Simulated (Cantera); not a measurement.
Input (Python, Cantera) and output of one run.

```python
import numpy as np
import cantera as ct

gas_names = """
    B BF BF2 BF3 BH BHF2 BH2 BH3 BN B2 F F2 H HF H2 H2F2 H3F3 H4F4 H5F5 H6F6 H7F7 N NF NF2 NF3 NH NH2
    NH3 N2 N2H2 N2H4
""".split()
cond_names = """
    B(b) B(L) BN(s)
""".split()


# ... load() reads the species with a 1 bar reference pressure and builds the phases ...
atoms = {
    'BF3': {'B': 1, 'F': 3},
    'NH3': {'N': 1, 'H': 3},
    'N2': {'N': 2},
}
top_T = {'BN(s)': 3200}  # K; cautious upper limits of use, not melting points


# ... equilibrate(T, P, feed) seeds the gas with the atoms and calls Mixture.equilibrate('TP', solver="vcs", rtol=1e-11, max_steps=5000) ...
results = []
feed = {'BF3': 1, 'NH3': 1, 'N2': 0.33}  # mol
T = 1348  # K
P = 2300  # Pa
mix = equilibrate(T, P, feed)
results.append((T, P, feed, dict(zip(mix.species_names, mix.species_moles))))
print(gas.report(threshold=0.001))
for i in range(1, mix.n_phases):
    print(f"{mix.phase(i).name:16s} {mix.phase_moles(i):12.5e} mol")
```

Output:

```
       temperature   1348 K
          pressure   2300 Pa
           density   0.00575 kg/m^3
  mean mol. weight   28.02 kg/kmol
   phase of matter   gas

                          1 kg             1 kmol
                     ---------------   ---------------
          enthalpy       -1.0481e+07       -2.9367e+08  J
   internal energy       -1.0881e+07       -3.0488e+08  J
           entropy             10189        2.8551e+05  J/K
    Gibbs function       -2.4216e+07       -6.7853e+08  J
 heat capacity c_p            1640.7             45971  J/K
 heat capacity c_v            1343.9             37656  J/K

                      mass frac. Y      mole frac. X     chem. pot. / RT
                     ---------------   ---------------   ---------------
               BF3           0.70107           0.28971           -142.48
              BHF2         0.0019565         0.0011005           -110.27
                HF          0.020758          0.029072           -55.105
                H2           0.03132           0.43531           -22.901
                N2           0.24454           0.24459            -30.87
     [  +26 minor]        0.00035327        0.00021317

B(b)              0.00000e+00 mol
BN(s)             3.08255e-02 mol
```

These are equilibrium values from Cantera (NASA tables, ideal gas, pure condensed phases), not measurements of a reactor. The tables' values for BF2 are old estimates; treat these amounts as uncertain.
